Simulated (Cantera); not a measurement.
Cantera run, input and output.

```python
import numpy as np
import cantera as ct

gas = ct.Solution("gri30.yaml")
gas.TPX = 325, 53000, {'CO': 1, 'H2': 0.19, 'CH4': 0.13, 'O2': 0.713, 'N2': 2.68, 'CO2': 0.18}
flame = ct.FreeFlame(gas, width=0.062)
flame.set_refine_criteria(ratio=3, slope=0.08, curve=0.16)
flame.transport_model = "mixture-averaged"
flame.solve(loglevel=0, auto=True)
z, T = flame.grid, flame.T
thick = (T[-1] - T[0]) / np.gradient(T, z).max()
show = ['CO', 'H2', 'CH4', 'HO2', 'CH3', 'C2H4']
print(f"laminar burning velocity  {flame.velocity[0] * 100:.3f} cm/s")
print(f"burnt temperature         {T[-1]:.1f} K")
print(f"thermal thickness         {thick * 1e3:.4f} mm")
print(f"grid points               {len(z)}")
z0 = z[flame.heat_release_rate.argmax()]
print(f"{'z/mm':>9s}{'T/K':>9s}{'u/(m/s)':>9s}" + "".join(f"{s:>11s}" for s in show))
rows = []
for k in (-3, -2, -1.5, -1, -0.5, -0.25, 0, 0.25, 0.5, 1, 2, 4, 8):
    zz = z0 + k * thick
    rows.append([k * thick, np.interp(zz, z, T), np.interp(zz, z, flame.velocity),
                 *(np.interp(zz, z, flame.X[gas.species_index(s)]) for s in show)])
    print(f"{rows[-1][0] * 1e3:9.3f}{rows[-1][1]:9.1f}{rows[-1][2]:9.3f}" + "".join(f"{x:11.3e}" for x in rows[-1][3:]))
```

Result:

```
laminar burning velocity  86.322 cm/s
burnt temperature         2256.8 K
thermal thickness         0.7992 mm
grid points               147
     z/mm      T/K  u/(m/s)         CO         H2        CH4        HO2        CH3       C2H4
   -2.398    325.0    0.863  2.044e-01  3.882e-02  2.657e-02  1.106e-10  1.358e-13 -4.590e-15
   -1.598    325.0    0.863  2.044e-01  3.872e-02  2.657e-02  7.772e-09  7.339e-12  1.097e-12
   -1.199    325.0    0.863  2.044e-01  3.853e-02  2.658e-02  5.654e-08  4.805e-11  9.945e-12
   -0.799    326.0    0.865  2.046e-01  3.768e-02  2.659e-02  1.575e-06  1.148e-09  4.615e-10
   -0.400    423.6    1.120  2.031e-01  3.315e-02  2.583e-02  2.374e-04  2.556e-06  2.841e-07
   -0.200    797.2    2.101  1.937e-01  2.786e-02  2.001e-02  1.057e-04  5.153e-05  3.979e-06
    0.000   1252.1    3.284  1.787e-01  2.070e-02  5.904e-03  5.037e-05  2.551e-04  6.856e-06
    0.200   1477.2    3.833  1.516e-01  1.261e-02  2.923e-04  1.468e-05  2.794e-05  1.625e-07
    0.400   1574.0    4.037  1.282e-01  1.011e-02  5.996e-06  8.407e-06  7.930e-07  5.801e-10
    0.799   1684.6    4.264  1.071e-01  1.047e-02  3.335e-09  5.350e-06  6.514e-10  2.670e-14
    1.598   1798.3    4.511  9.902e-02  1.033e-02  2.617e-14  3.769e-06  1.989e-14  1.471e-20
    3.197   1913.6    4.764  9.461e-02  9.216e-03  5.679e-16  2.593e-06  4.551e-15  4.346e-24
    6.393   2021.0    4.993  8.820e-02  7.949e-03  1.885e-16  1.643e-06  1.700e-15  1.067e-24
```

Cantera simulation using GRI-Mech 3.0 (53 species, 325 reactions); the numbers are that mechanism's predictions, not measurements. Burning velocities carry a grid error of a few per cent, more on coarse grids.
